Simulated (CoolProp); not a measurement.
Toluene along the isobar 0.896 MPa: Z from the reference equation and from simpler models built on Tc = 318.6 °C, pc = 4.126 MPa, ω = 0.266; each cubic takes its own stable root.

Model: reference Helmholtz-energy equation of state, Lemmon 2006, in CoolProp. It is a short technical equation, of lower accuracy than the large ones.

```
T (°C)   phase  reference  van der Waals  Redlich-Kwong  Soave-Redlich-Kwong  Peng-Robinson
------  ------  ---------  -------------  -------------  -------------------  -------------
-66.45  liquid    0.05069        0.08789        0.05901              0.05849        0.05223
-59.05  liquid    0.04930        0.08531        0.05728              0.05673        0.05063
-51.65  liquid    0.04801        0.08292        0.05568              0.05509        0.04916
-44.25  liquid    0.04680        0.08069        0.05419              0.05356        0.04778
-36.85  liquid    0.04568        0.07862        0.05281              0.05214        0.04650
-29.45  liquid    0.04462        0.07667        0.05152              0.05082        0.04530
-22.05  liquid    0.04363        0.07486        0.05032              0.04958        0.04418
-14.55  liquid    0.04269        0.07314        0.04918              0.04841        0.04312
```
